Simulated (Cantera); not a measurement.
A closed system holds: 1 mol C2F6, 0.016 mol F2, 0.36 mol H2, at 13.3 mbar.

Equilibrium computed with Cantera from the NASA thermochemical tables; the gas is ideal and each condensed phase is pure. Candidate condensed phases: C, C6H6, C7H8, C8H18; 110 gas species. Ions and electrons are included (thermal ionisation). The feed counts by its element totals alone. Gases not in the tables: C2F6 and larger saturated fluorocarbons. Equilibrium is a limit: real reactors are often held back by kinetics, nucleation or transport.

x: gas mole fraction; n: condensed amount in mol.

```json
[
 {"T (K)": "2500", "x F": "0.467", "x CF2": "0.330", "x C": "1.25e-5", "x HF": "0.166", "x CF": "0.0152", "x H": "3.52e-5", "x C3": "3.73e-5", "x C2": "3.44e-6", "x CF4": "0.0163", "n C(graphite)": "0.405"},
 {"T (K)": "3000", "x F": "0.723", "x CF2": "0.0422", "x C": "0.00380", "x HF": "0.119", "x CF": "0.0837", "x H": "0.00190", "x C3": "0.0234", "x C2": "0.00238", "x CF4": "3.55e-6", "n C(graphite)": "0.763"},
 {"T (K)": "3500", "x F": "0.723", "x CF2": "[?]", "x C": "[?]", "x HF": "[?]", "x CF": "[?]", "x H": "[?]", "x C3": "[?]", "x C2": "[?]", "x CF4": "[?]", "n C(graphite)": "0"},
 {"T (K)": "4000", "x F": "0.695", "x CF2": "[?]", "x C": "[?]", "x HF": "[?]", "x CF": "[?]", "x H": "[?]", "x C3": "[?]", "x C2": "[?]", "x CF4": "<1e-12", "n C(graphite)": "0"},
 {"T (K)": "4500", "x F": "0.690", "x CF2": "1.16e-6", "x C": "0.223", "x HF": "0.00163", "x CF": "0.00265", "x H": "0.0812", "x C3": "7.69e-5", "x C2": "0.00227", "x CF4": "<1e-12", "n C(graphite)": "0"},
 {"T (K)": "5000", "x F": "0.689", "x CF2": "6.46e-8", "x C": "0.227", "x HF": "0.000328", "x CF": "0.000597", "x H": "0.0820", "x C3": "2.25e-6", "x C2": "0.000458", "x CF4": "<1e-12", "n C(graphite)": "0"}
]
```

**Question.** What belongs in the gaps?

**Answer.** 
- 4000, x CF2: 3.72e-5
- 4000, x C: 0.187
- 4000, x HF: 0.0113
- 4000, x CF: 0.0147
- 4000, x H: 0.0747
- 4000, x C3: 0.00407
- 4000, x C2: 0.0125
- 3500, x CF2: 0.00135
- 3500, x C: 0.0599
- 3500, x HF: 0.0678
- 3500, x CF: 0.0541
- 3500, x H: 0.0331
- 3500, x C3: 0.0427
- 3500, x C2: 0.0178
- 3500, x CF4: 6.54e-10
